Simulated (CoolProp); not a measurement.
Vapour-liquid equilibrium of n-butane (1) + benzene (2) at 329.4 K; x and y are mole fractions of (1).

Computed with CoolProp (multi-fluid Helmholtz-energy mixture model, Bücker 2006 and Thol 2012; pair parameters Bell 2016).

```
x     bubble pressure (bar)  y at the bubble point  dew pressure at overall composition x (bar)  liquid density (mol/L)
----  ---------------------  ---------------------  -------------------------------------------  ----------------------
0.05                 0.7943                  0.446                                       0.4797                   10.69
0.15                  1.471                  0.724                                       0.5331                   10.58
0.25                  2.118                  0.825                                       0.5999                   10.45
0.35                  2.713                  0.877                                       0.6857                   10.31
0.45                  3.248                  0.908                                       0.8001                   10.16
0.55                  3.731                  0.929                                       0.9600                   10.01
0.65                  4.176                  0.946                                        1.199                   9.844
0.75                  4.608                  0.961                                        1.596                   9.669
0.85                  5.055                  0.976                                        2.371                   9.484
0.95                  5.545                  0.991                                        4.282                   9.291
```

No azeotrope shows between x = 0.05 and 0.95.

Pair parameters are fitted to limited data, so mixtures are less certain than the pure fluids.
